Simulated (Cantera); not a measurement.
Calcination and drying: Ca(OH)2 + C + CO2

A closed system holds: 1 mol Ca(OH)2, 0.16 mol C, 0.42 mol CO2, at 110000 Pa.

Equilibrium computed with Cantera from the NASA thermochemical tables; the gas is ideal and each condensed phase is pure. Candidate condensed phases: C, C6H6, C7H8, C8H18, Ca, CaCO3, CaO, Ca(OH)2, H2O; 115 gas species. Mutual solubility and eutectic melting of coexisting phases are not modelled. The numbers say what is thermodynamically allowed, not how fast it happens.

From 623 K to 723 K the condensed part is CaCO3(calcite) + Ca(OH)2(s). From 823 K to 1023 K the condensed part is CaCO3(calcite) + CaO(s). From 1123 K to 1923 K the condensed part is CaO(s).

```tsv
T (K)	log p H2O	log p H2	log p CO2	log p CO	log p CH4	log p H	n CaCO3(calcite)	n Ca(OH)2(s)	n CaO(s)
623	-0.26	-0.28	-5.16	-6.51	-1.52	<-11	0.565	0.435	0
723	-0.30	-0.22	-4.37	-5.17	-2.50	<-11	0.578	0.422	0
823	-0.13	-0.45	-3.19	-4.08	-4.22	-11.36	0.579	0	0.421
923	-0.13	-0.46	-2.01	-2.65	-4.35	-9.84	0.569	0	0.431
1023	-0.16	-0.54	-1.06	-1.56	-4.71	-8.65	0.464	0	0.536
1123	-0.25	-0.86	-0.50	-1.07	-6.12	-7.80	0	0	1.00
1223	-0.24	-0.90	-0.51	-1.01	-7.05	-6.97	0	0	1.00
1323	-0.24	-0.94	-0.53	-0.97	-7.86	-6.27	0	0	1.00
1423	-0.23	-0.97	-0.54	-0.93	-8.56	-5.67	0	0	1.00
1523	-0.22	-1.01	-0.55	-0.91	-9.17	-5.14	0	0	1.000
1623	-0.22	-1.03	-0.56	-0.89	-9.72	-4.68	0	0	1.000
1723	-0.22	-1.06	-0.57	-0.87	-10.20	-4.27	0	0	1.000
1823	-0.21	-1.08	-0.58	-0.85	-10.63	-3.90	0	0	1.000
1923	-0.21	-1.10	-0.58	-0.84	-11.01	-3.58	0	0	1.000
```
log p: log10 of the partial pressure in bar; n: condensed amount in mol.
